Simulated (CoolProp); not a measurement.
Sulfur hexafluoride at several states: density (kg/m³) from the reference equation and from simpler models built on Tc = 45.6 °C, pc = 3755 kPa, ω = 0.210; each cubic takes its own stable root.

Values from CoolProp's reference Helmholtz-energy equation of state, Guder 2009.

```
T (°C)  p (kPa)          phase  reference
------  -------  -------------  ---------
-44.15     29.6            gas      2.288
213.15     9650  supercritical      400.8
55.85      12.1            gas     0.6467
33.25     21000         liquid       1590
```

Q: How far does each simpler model (Redlich-Kwong, Peng-Robinson) lie from the reference over these 4 states: mean and median of the absolute difference, and the worst?

A: 
- Redlich-Kwong: mean 2.2 %, median 1.4 %, worst +5.9 % at 213.15 °C and 9650 kPa
- Peng-Robinson: mean 2.6 %, median 0.7 %, worst +9.1 % at 33.25 °C and 21000 kPa
